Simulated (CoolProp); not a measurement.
The fluid at 330.99 K and 1.33 MPa is throttled through a valve to 0.797 MPa with no heat exchange. The same conditions are run with several fluids, on thermodynamics alone (safety and materials aside).

Values from CoolProp's reference Helmholtz-energy equation of state of each fluid (decamethylcyclopentasiloxane (D5): Thol 2019; R123: Younglove 1994; water: Wagner 2002; decamethyltetrasiloxane (MD2M): Thol 2017; n-octane: Beckmüller 2019).

| fluid | temperature change (K) | final density (kg/m³) |
|---|---|---|
| decamethylcyclopentasiloxane (D5) | +0.2 | (withheld) |
| R123 | +0.1 | (withheld) |
| water | +0.1 | (withheld) |
| decamethyltetrasiloxane (MD2M) | +0.2 | (withheld) |
| n-octane | +0.2 | (withheld) |

Problem. What belongs in the gaps?

Solution. 
- decamethylcyclopentasiloxane (D5), final density (kg/m³): 920
- R123, final density (kg/m³): 1380
- water, final density (kg/m³): 985
- decamethyltetrasiloxane (MD2M), final density (kg/m³): 817
- n-octane, final density (kg/m³): 672
